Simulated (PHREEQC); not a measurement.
Na2CO3 is added in steps, without added water, to 1 kg of water holding 0.15 mol AgNO3, 0.013 mol NaCl and 0.047 mol Cu(NO3)2, at 20 °C. Oxygen alone is held at its pressure in air (log pO2 = -0.68). No CO2 enters from the air. Nothing may precipitate in this run.

Base run: PHREEQC, ion-association model, wateq4f.dat. Each further column changes one thing. The table gives Cu2(OH)2+2 (mol/kgw).

```
Na2CO3 added (mol)      base  metal-ligand complexes left out  Debye-Hückel limiting law  all activity coefficients set to 1  Davies equation for every ion
------------------  --------  -------------------------------  -------------------------  ----------------------------------  -----------------------------
0                    1.69e-5                          1.68e-5                    1.46e-5                             2.12e-5                        1.77e-5
0.025                0.00913                           0.0158                    0.00980                             0.00848                        0.00909
0.0375               0.00885                           0.0192                     0.0110                             0.00664                        0.00881
0.0625               0.00327                           0.0146                    0.00713                            0.000771                        0.00324
0.0875              0.000292                          0.00433                    0.00161                             4.25e-5                       0.000280
0.1                  4.67e-5                         0.000936                   0.000368                             9.57e-6                        4.20e-5
0.125                6.00e-6                          8.08e-5                    5.87e-5                             1.64e-6                        5.00e-6
0.15                 2.39e-6                          2.79e-5                    2.93e-5                             6.89e-7                        1.90e-6
0.1625               1.76e-6                          1.95e-5                    2.43e-5                             5.13e-7                        1.37e-6
0.1875               1.13e-6                          1.12e-5                    1.94e-5                             3.31e-7                        8.42e-7
0.2125               8.16e-7                          7.38e-6                    1.76e-5                             2.41e-7                        5.88e-7
0.225                7.16e-7                          6.18e-6                    1.73e-5                             2.11e-7                        5.07e-7
0.25                 5.76e-7                          4.52e-6                    1.73e-5                             1.70e-7                        3.94e-7
```

In at least one series the solution becomes supersaturated in solids that the run did not let form, among them Cu(OH)2, Malachite, Atacamite, Cu2(OH)3NO3, Cerargyrite. The database's constant for dissolved Cu(OH)2 is higher than later reviews accept. The ionic strength passes 0.7 mol/kgw, the rough limit of the ion-association models, in part of: metal-ligand complexes left out; Debye-Hückel limiting law.
